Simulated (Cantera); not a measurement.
A perfectly stirred reactor is fed with CO : H2 : O2 : N2 = 1 : 0.45 : 1.12 : 11.1 (molar parts), at 0.829 atm; it is adiabatic with a 700 K inlet, and is followed from long to short residence time, starting on the burning branch (τ in s: 0.12, 0.048, 0.02, 0.0082, 0.0034, 0.0014, 0.00058, 0.00024, 0.0001, 4.1e-05, 1.7e-05).

Computed with Cantera and GRI-Mech 3.0 (53 species, 325 reactions).

x: mole fraction; the columns are a selection and need not sum to one.

```tsv
τ (s)	T (K)	x CO	x H2	x O2	x H2O2	x NO
0.12	1547	0.00127	0.000149	0.0309	___	9.94e-6
0.048	1536	0.00225	0.000262	0.0313	___	8.70e-6
0.020	1518	0.00381	0.000438	0.0320	___	8.68e-6
0.0082	1488	0.00638	0.000711	0.0332	___	9.53e-6
0.0034	1442	0.0105	0.00109	0.0351	___	1.02e-5
0.0014	1365	0.0180	0.00164	0.0389	___	8.54e-6
0.00058	1212	0.0358	0.00327	0.0487	___	2.73e-6
0.00024	700	0.0732	0.0329	0.0819	<1e-12	<1e-12
0.00010	700	0.0732	0.0329	0.0819	<1e-12	<1e-12
4.1e-5	700	0.0732	0.0329	0.0819	<1e-12	<1e-12
1.7e-5	700	0.0732	0.0329	0.0819	<1e-12	<1e-12
```

Task: Fill in the missing entries.

Result: 
- 0.12, x H2O2: 9.15e-8
- 0.048, x H2O2: 1.39e-7
- 0.020, x H2O2: 2.08e-7
- 0.0082, x H2O2: 3.19e-7
- 0.0034, x H2O2: 4.97e-7
- 0.0014, x H2O2: 8.05e-7
- 0.00058, x H2O2: 1.42e-6
